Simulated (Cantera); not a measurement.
# Premixed flame

A freely propagating, adiabatic, planar premixed flame of CH₄ : O₂ : N₂ = 1 : 1.67 : 6.27 (molar parts), unburnt at 375 K and 2.40 bar; mixture-averaged transport, grid criteria slope 0.08 and curve 0.16, no radiation.

Computed with Cantera and GRI-Mech 3.0 (53 species, 325 reactions). Burning velocities carry a grid error of a few per cent, more on coarse grids.

```csv
z (mm),T (K),u (m/s),x CH₄,x O₂,x CH₂,x C₂H₆,x CH₃,x NO
-0.713,375,0.346,0.112,0.187,<1e-8,2.34e-8,<1e-8,<1e-8
-0.476,379,0.351,0.111,0.186,<1e-8,5.93e-7,2.43e-8,<1e-8
-0.357,396,0.367,0.110,0.184,<1e-8,5.23e-6,1.32e-7,4.65e-8
-0.238,517,0.485,0.101,0.175,<1e-8,8.24e-5,2.04e-6,5.98e-7
-0.119,1046,0.998,0.0660,0.129,3.94e-8,0.000869,0.000209,8.66e-6
-0.0594,1483,1.43,0.0348,0.0829,3.36e-6,0.00110,0.00148,1.89e-5
0,1867,1.81,0.00782,0.0352,4.93e-5,0.000131,0.00224,3.38e-5
0.0594,2024,1.96,0.000562,0.0109,2.42e-5,8.10e-7,0.000381,5.43e-5
0.119,2066,1.99,2.46e-5,0.00411,1.85e-6,<1e-8,2.20e-5,6.88e-5
0.238,2101,2.02,9.75e-8,0.00171,<1e-8,<1e-8,1.02e-7,7.92e-5
0.476,2136,2.05,<1e-8,0.000875,<1e-8,<1e-8,<1e-8,8.42e-5
0.951,2165,2.08,<1e-8,0.000372,<1e-8,<1e-8,<1e-8,8.71e-5
1.90,2183,2.09,<1e-8,0.000131,<1e-8,<1e-8,<1e-8,8.90e-5
```
x: mole fraction of selected species; z is measured from the peak of heat release.

```
Property                      Value
------------------------  ---------
laminar burning velocity  34.5 cm/s
thermal thickness          0.238 mm
peak x(CH₂)                 5.54e-5
peak x(C₂H₆)                0.00120
peak x(CH₃)                 0.00252
grid points                     156
```
